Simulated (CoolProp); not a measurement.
A Linde-Hampson liquefier for ethylene: isothermal reversible compression at 290 K from 1 atm to 20 MPa, throttling to 1 atm, return gas leaving the recuperator 0 K below the feed. Each further row changes one setting.

The numbers come from the reference Helmholtz-energy equation of state, Smukala 2000 in CoolProp.

| case | liquid yield per pass | compression work (kJ/kg of gas) |
|---|---|---|
| as stated | 0.508 | 350 |
| high pressure 40 MPa | 0.501 | 395 |
| warm-end temperature 320 K | 0.416 | 418 |
| warm-end gap 5 K | 0.502 | 350 |
